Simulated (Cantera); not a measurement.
What does this Cantera script print?

```python
import numpy as np
import cantera as ct

gas_names = """
    C CH CH2 CH3 CH2OH CH3O CH4 CH3OH CO CO2 COOH C2 C2H CHCO,ketyl C2H2,acetylene C2H2,vinylidene
    CH2CO,ketene C2H3,vinyl CH3CO,acetyl C2H4 C2H4O,ethylen CH3CHO,ethanal CH3COOH (HCOOH)2 C2H5 C2H6
    CH3OCH3 C2H5OH C2O C3 C3H3,propargyl C3H4,allene C3H4,propyne C3H4,cyclo- C3H5,allyl C3H6,propylene
    C3H6,cyclo- C3H6O C3H7,n-propyl C3H7,i-propyl C3H8 C3H8O,1propanol C3H8O,2propanol C3O2 C4 C4H2
    C4H4,1,3-cyclo- C4H6,butadiene C4H6,2-butyne C4H6,cyclo- C4H8,1-butene C4H8,cis2-buten
    C4H8,tr2-butene C4H8,isobutene C4H8,cyclo- (CH3COOH)2 C4H9,n-butyl C4H9,i-butyl C4H9,s-butyl
    C4H9,t-butyl C4H10,isobutane C4H10,n-butane C5 C5H6,1,3cyclo- C5H8,cyclo- C5H10,1-pentene
    C5H10,cyclo- C5H11,pentyl C5H11,t-pentyl C5H12,n-pentane C5H12,i-pentane CH3C(CH3)2CH3 C6H2
    C6H5,phenyl C6H5O,phenoxy C6H6 C6H5OH,phenol C6H10,cyclo- C6H12,1-hexene C6H12,cyclo- C6H13,n-hexyl
    C7H7,benzyl C7H8 C7H8O,cresol C7H14,1-heptene C7H15,n-heptyl C7H16,n-heptane C8H8,styrene
    C8H10,ethylbenz C8H16,1-octene C8H17,n-octyl C8H18,isooctane C8H18,n-octane C9H19,n-nonyl
    C10H8,naphthale C10H21,n-decyl C12H9,o-bipheny C12H10,bipheny H HCO HO2 H2 HCHO,formaldehy HCOOH H2O
    H2O2 O OH O2 O3 Si SiC SiC2 SiC4H12 SiH SiH2 SiH3 SiH4 SiO SiO2 Si2 Si2C Si3
""".split()
cond_names = """
    C(gr) C6H6(L) C7H8(L) C8H18(L),n-octa H2O(s) H2O(L) Si(cr) Si(L) SiC(b) SiO2(Lqz) SiO2(hqz) SiO2(L)
""".split()


def load(file, names, dense=False):
    # The tables refer to 1 bar. Condensed volumes are neglected.
    table = {s.name: s for s in ct.Species.list_from_file(file)}
    out = []
    for n in names:
        d = dict(table[n].input_data)
        d["thermo"] = dict(d["thermo"], **{"reference-pressure": 1e5})
        if dense:
            d["equation-of-state"] = {"model": "constant-volume", "density": "1e6 g/cm^3"}
        out.append(ct.Species.from_dict(d))
    return out


gas = ct.Solution(thermo="ideal-gas", species=load("nasa_gas.yaml", gas_names))
cond = {s.name: ct.Solution(thermo="fixed-stoichiometry", species=[s], name=s.name)
        for s in load("nasa_condensed.yaml", cond_names, dense=True)}
atoms = {
    'HMDSO': {'Si': 2, 'C': 6, 'H': 18, 'O': 1},
    'O3': {'O': 3},
}
top_T = {'C(gr)': 4500, 'SiC(b)': 3050}  # K; cautious upper limits of use, not melting points


def equilibrate(T, P, feed):
    n = {}
    for name, mol in feed.items():
        for a, k in atoms[name].items():
            n[a] = n.get(a, 0.0) + k * mol
    gas.TPX = T, P, n
    mass = sum(n.values()) * gas.mean_molecular_weight
    gas.equilibrate("TP")
    valid = [c for c in cond.values() if c.min_temp <= T <= top_T.get(c.name, c.max_temp)]
    mix = ct.Mixture([(gas, mass / gas.mean_molecular_weight)] + [(c, 0.0) for c in valid])
    mix.T, mix.P = T, P
    mix.equilibrate("TP", solver="vcs", rtol=1e-11, max_steps=5000)
    return mix


results = []
T = 850  # K
P = 13332.2  # Pa
for m in [0.19, 0.3, 0.47, 0.73, 1.2, 1.8, 2.9, 4.5, 7.1]:
    feed = {'HMDSO': 1, 'O3': m}  # mol
    mix = equilibrate(T, P, feed)
    results.append((T, P, feed, dict(zip(mix.species_names, mix.species_moles))))
    x = sorted(zip(gas.X, gas.species_names), reverse=True)
    print(f"T = {T:g} K  P = {P:g} Pa  n(O3) = {m:g} mol  gas = {mix.phase_moles(0):.4g} mol")
    print("   x: " + "  ".join(f"{s} {v:.3e}" for v, s in x if v > 0.0001))
    print("   condensed (mol): " + ("  ".join(f"{mix.phase(i).name} {mix.phase_moles(i):.4g}"
          for i in range(1, mix.n_phases) if mix.phase_moles(i) > 1e-12) or "none"))
```

Result:

```
T = 850 K  P = 13332.2 Pa  n(O3) = 0.19 mol  gas = 8.399 mol
   x: H2 9.285e-01  CH4 7.151e-02
   condensed (mol): C(gr) 4.184  SiC(b) 1.215  SiO2(hqz) 0.785
T = 850 K  P = 13332.2 Pa  n(O3) = 0.3 mol  gas = 8.399 mol
   x: H2 9.285e-01  CH4 7.151e-02
   condensed (mol): C(gr) 4.349  SiC(b) 1.05  SiO2(hqz) 0.95
T = 850 K  P = 13332.2 Pa  n(O3) = 0.47 mol  gas = 8.399 mol
   x: H2 9.285e-01  CH4 7.151e-02
   condensed (mol): C(gr) 4.604  SiC(b) 0.795  SiO2(hqz) 1.205
T = 850 K  P = 13332.2 Pa  n(O3) = 0.73 mol  gas = 8.399 mol
   x: H2 9.285e-01  CH4 7.151e-02
   condensed (mol): C(gr) 4.994  SiC(b) 0.405  SiO2(hqz) 1.595
T = 850 K  P = 13332.2 Pa  n(O3) = 1.2 mol  gas = 8.774 mol
   x: H2 8.719e-01  CH4 6.306e-02  CO 3.394e-02  H2O 2.783e-02  CO2 3.308e-03
   condensed (mol): C(gr) 5.12  SiO2(hqz) 2
T = 850 K  P = 13332.2 Pa  n(O3) = 1.8 mol  gas = 9.902 mol
   x: H2 7.436e-01  CO 1.052e-01  H2O 7.357e-02  CH4 4.586e-02  CO2 3.179e-02
   condensed (mol): C(gr) 4.189  SiO2(hqz) 2
T = 850 K  P = 13332.2 Pa  n(O3) = 2.9 mol  gas = 11.99 mol
   x: H2 5.912e-01  CO 1.825e-01  H2O 1.015e-01  CO2 9.571e-02  CH4 2.900e-02
   condensed (mol): C(gr) 2.317  SiO2(hqz) 2
T = 850 K  P = 13332.2 Pa  n(O3) = 4.5 mol  gas = 14.65 mol
   x: H2 4.579e-01  CO 2.111e-01  CO2 1.866e-01  H2O 1.325e-01  CH4 1.193e-02
   condensed (mol): SiO2(hqz) 2
T = 850 K  P = 13332.2 Pa  n(O3) = 7.1 mol  gas = 15 mol
   x: H2O 4.572e-01  CO2 3.629e-01  H2 1.428e-01  CO 3.712e-02
   condensed (mol): SiO2(hqz) 2
```

Equilibrium computed with Cantera from the NASA thermochemical tables; the gas is ideal and each condensed phase is pure. The feed counts by its element totals alone.
